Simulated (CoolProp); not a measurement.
Properties of R115 along the isobar 0.639 MPa.

Model: reference Helmholtz-energy equation of state, Lemmon 2016, in CoolProp.

```tsv
T (°C)	phase	Z	cp (kJ/(kg K))	cv (kJ/(kg K))	speed of sound (m/s)	fugacity coefficient
54.55	gas	0.9074	0.7949	0.7119	126.8	0.9154
60.85	gas	0.9137	0.7990	0.7184	128.7	0.9205
67.05	gas	0.9193	0.8034	0.7249	130.5	0.9252
73.35	gas	0.9244	0.8082	0.7316	132.3	0.9296
79.55	gas	0.9291	0.8132	0.7382	134.0	0.9336
85.85	gas	0.9335	0.8185	0.7449	135.7	0.9374
92.05	gas	0.9374	0.8238	0.7515	137.4	0.9408
98.35	gas	0.9411	0.8293	0.7581	139.0	0.9441
104.55	gas	0.9445	0.8347	0.7645	140.5	0.9471
110.75	gas	0.9476	0.8401	0.7709	142.1	0.9499
117.05	gas	0.9506	0.8457	0.7773	143.6	0.9526
```
